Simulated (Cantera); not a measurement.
A Cantera script and what it prints.

```python
import numpy as np
import cantera as ct

gas_names = """
    Fe H H2 H2S S SH S2 S8
""".split()
cond_names = """
    Fe(a) Fe(c) Fe(d) Fe(L) FeS(a) FeS(b) FeS(c) FeS(L) FeS2(s) S(cr1) S(cr2) S(L)
""".split()


def load(file, names, dense=False):
    # The tables refer to 1 bar. Condensed volumes are neglected.
    table = {s.name: s for s in ct.Species.list_from_file(file)}
    out = []
    for n in names:
        d = dict(table[n].input_data)
        d["thermo"] = dict(d["thermo"], **{"reference-pressure": 1e5})
        if dense:
            d["equation-of-state"] = {"model": "constant-volume", "density": "1e6 g/cm^3"}
        out.append(ct.Species.from_dict(d))
    return out


gas = ct.Solution(thermo="ideal-gas", species=load("nasa_gas.yaml", gas_names))
cond = {s.name: ct.Solution(thermo="fixed-stoichiometry", species=[s], name=s.name)
        for s in load("nasa_condensed.yaml", cond_names, dense=True)}
atoms = {
    'FeS': {'Fe': 1, 'S': 1},
    'H2': {'H': 2},
}
top_T = {'FeS2(s)': 1010}  # K; cautious upper limits of use, not melting points


def equilibrate(T, P, feed):
    n = {}
    for name, mol in feed.items():
        for a, k in atoms[name].items():
            n[a] = n.get(a, 0.0) + k * mol
    gas.TPX = T, P, n
    mass = sum(n.values()) * gas.mean_molecular_weight
    gas.equilibrate("TP")
    valid = [c for c in cond.values() if c.min_temp <= T <= top_T.get(c.name, c.max_temp)]
    mix = ct.Mixture([(gas, mass / gas.mean_molecular_weight)] + [(c, 0.0) for c in valid])
    mix.T, mix.P = T, P
    mix.equilibrate("TP", solver="vcs", rtol=1e-11, max_steps=5000)
    return mix


results = []
feed = {'FeS': 1, 'H2': 24}  # mol
P = 2200  # Pa
for T in [1550, 1600, 1650, 1700, 1750, 1800, 1850, 1900, 1950, 2000]:
    mix = equilibrate(T, P, feed)
    results.append((T, P, feed, dict(zip(mix.species_names, mix.species_moles))))
    x = sorted(zip(gas.X, gas.species_names), reverse=True)
    print(f"T = {T:g} K  P = {P:g} Pa  gas = {mix.phase_moles(0):.4g} mol")
    print("   x: " + "  ".join(f"{s} {v:.3e}" for v, s in x if v > 1e-05))
    print("   condensed (mol): " + ("  ".join(f"{mix.phase(i).name} {mix.phase_moles(i):.4g}"
          for i in range(1, mix.n_phases) if mix.phase_moles(i) > 1e-12) or "none"))
```

Result:

```
T = 1550 K  P = 2200 Pa  gas = 24.05 mol
   x: H2 9.817e-01  H2S 1.586e-02  S2 1.436e-03  SH 7.370e-04  H 2.104e-04  Fe 1.905e-05  S 1.823e-05
   condensed (mol): Fe(c) 0.4681  FeS(L) 0.5315
T = 1600 K  P = 2200 Pa  gas = 24.08 mol
   x: H2 9.787e-01  H2S 1.707e-02  S2 2.599e-03  SH 1.185e-03  H 3.626e-04  Fe 4.984e-05  S 4.153e-05
   condensed (mol): Fe(c) 0.5646  FeS(L) 0.4342
T = 1650 K  P = 2200 Pa  gas = 24.14 mol
   x: H2 9.745e-01  H2S 1.825e-02  S2 4.530e-03  SH 1.848e-03  H 6.046e-04  Fe 1.228e-04  S 8.996e-05
   condensed (mol): Fe(c) 0.7033  FeS(L) 0.2937
T = 1700 K  P = 2200 Pa  gas = 24.24 mol
   x: H2 9.687e-01  H2S 1.942e-02  S2 7.656e-03  SH 2.808e-03  H 9.777e-04  Fe 2.860e-04  S 1.864e-04
   condensed (mol): Fe(d) 0.9077  FeS(L) 0.08536
T = 1750 K  P = 2200 Pa  gas = 24.32 mol
   x: H2 9.663e-01  H2S 1.803e-02  S2 9.565e-03  SH 3.641e-03  H 1.541e-03  Fe 6.334e-04  S 3.233e-04
   condensed (mol): Fe(d) 0.9846
T = 1800 K  P = 2200 Pa  gas = 24.38 mol
   x: H2 9.655e-01  H2S 1.568e-02  S2 1.025e-02  SH 4.339e-03  H 2.372e-03  Fe 1.339e-03  S 5.069e-04
   condensed (mol): Fe(d) 0.9673
T = 1850 K  P = 2200 Pa  gas = 24.45 mol
   x: H2 9.636e-01  H2S 1.360e-02  S2 1.073e-02  SH 5.070e-03  H 3.565e-03  Fe 2.661e-03  S 7.684e-04
   condensed (mol): Fe(L) 0.9349
T = 1900 K  P = 2200 Pa  gas = 24.56 mol
   x: H2 9.600e-01  H2S 1.175e-02  S2 1.101e-02  SH 5.817e-03  H 5.242e-03  Fe 5.065e-03  S 1.130e-03
   condensed (mol): Fe(L) 0.8756
T = 1950 K  P = 2200 Pa  gas = 24.72 mol
   x: H2 9.538e-01  S2 1.108e-02  H2S 1.011e-02  Fe 9.312e-03  H 7.548e-03  SH 6.559e-03  S 1.614e-03
   condensed (mol): Fe(L) 0.7698
T = 2000 K  P = 2200 Pa  gas = 24.97 mol
   x: H2 9.437e-01  Fe 1.658e-02  S2 1.095e-02  H 1.065e-02  H2S 8.647e-03  SH 7.266e-03  S 2.244e-03
   condensed (mol): Fe(L) 0.5862
```

Equilibrium computed with Cantera from the NASA thermochemical tables; the gas is ideal and each condensed phase is pure. Metal and sulfide melt together well below either melting point, which pure phases cannot show. Mutual solubility and eutectic melting of coexisting phases are not modelled. FeS: taken at fixed stoichiometry.
